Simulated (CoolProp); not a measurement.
Vapour-liquid equilibrium of sulfur hexafluoride (1) + R113 (2) at 266.9 K; x and y are mole fractions of (1).

Model: multi-fluid Helmholtz-energy mixture model, Guder 2009 and Marx 1992; pair parameters Bell 2016, in CoolProp.

| x | bubble pressure (MPa) | y at the bubble point | dew pressure at overall composition x (MPa) | liquid density (mol/L) |
|---|---|---|---|---|
| 0.05 | 0.1163 | 0.903 | 0.01160 | 8.840 |
| 0.15 | 0.1890 | 0.940 | 0.01297 | 9.075 |
| 0.25 | 0.2171 | 0.949 | 0.01470 | 9.335 |
| 0.35 | 0.2489 | 0.957 | (withheld) | (withheld) |
| 0.45 | 0.2989 | 0.968 | 0.02007 | 9.924 |
| 0.55 | 0.3755 | (withheld) | 0.02456 | 10.24 |
| 0.65 | 0.4860 | 0.987 | 0.03164 | (withheld) |
| 0.75 | 0.6327 | (withheld) | (withheld) | 10.84 |
| 0.85 | 0.8057 | 0.998 | 0.07460 | 11.06 |
| 0.95 | 0.9757 | 0.999 | 0.2207 | 11.09 |

### Question
Complete the blanks.

### Answer

- 0.35, dew pressure at overall composition x (MPa): 0.01697
- 0.35, liquid density (mol/L): 9.620
- 0.55, y at the bubble point: 0.978
- 0.65, liquid density (mol/L): 10.55
- 0.75, y at the bubble point: 0.994
- 0.75, dew pressure at overall composition x (MPa): 0.04444

No azeotrope shows between x = 0.05 and 0.95.

Pair parameters are fitted to limited data, so mixtures are less certain than the pure fluids. The gap from Raoult's law changes sign with composition, which may be real or a fault of the pair parameters; it wasn't checked against measurements. With so large a gap from Raoult's law the liquid may split in two, which this calculation doesn't test in full.
